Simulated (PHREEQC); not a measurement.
Solution A (4.1e-05 mol Ca(HCO3)2, 0.044 mol NaF and 0.13 mol NaCl per kg of water) is mixed with solution B (0.021 mol/kgw HF and 0.027 mol/kgw NH4HF2) at 20 °C; shares are by mass of water, 1 kg in all. O2 is buffered at 0.21 atm. CO2 from the air is kept out. The run lets Calcite, Fluorite, Portlandite, Halite, Nahcolite, Natron precipitate or redissolve, and no other solid.

Computed with PHREEQC (ion-association model, wateq4f.dat).

Q: Predict pH, HCO3- (mol/kgw) at share of solution B = 0, 0.3, 0.4, 0.5, 0.7.

A: 
| share of solution B | pH | HCO3- (mol/kgw) |
|---|---|---|
| 0 | 7.95 | 7.53e-5 |
| 0.3 | 3.49 | 9.84e-8 |
| 0.4 | 3.36 | 6.12e-8 |
| 0.5 | 3.25 | 3.94e-8 |
| 0.7 | 3.09 | 1.57e-8 |

wateq4f.dat counts part of the HF as a dimer, H2F2, which phreeqc.dat doesn't know; its constant is uncertain.
